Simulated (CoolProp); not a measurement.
Properties of R227EA along the isobar 3.19 MPa.

Computed with CoolProp (reference Helmholtz-energy equation of state, Lemmon 2016).

```
T (K)          phase  cp (kJ/(kg K))  expansivity (1/kK)  conductivity (mW/(m K))
-----  -------------  --------------  ------------------  -----------------------
353.4         liquid           1.428               6.552                     47.3
370.8         liquid           1.911               16.42                     43.1
388.1  supercritical           1.872                   ?                        ?
405.5  supercritical           1.314               10.51                     28.3
422.9  supercritical           1.196               7.092                     27.8
440.3  supercritical               ?                   ?                     28.3
457.6  supercritical           1.133                   ?                     29.1
475    supercritical               ?               3.946                     30.2
```

Task: Complete the blanks.

Result: 
- 388.1, expansivity (1/kK): 24.91
- 388.1, conductivity (mW/(m K)): 32.1
- 440.3, cp (kJ/(kg K)): 1.151
- 440.3, expansivity (1/kK): 5.500
- 457.6, expansivity (1/kK): 4.569
- 475, cp (kJ/(kg K)): 1.127

Thermal conductivity comes from a separate model (Huber 2003), an estimate that may be off by 10 % or more.
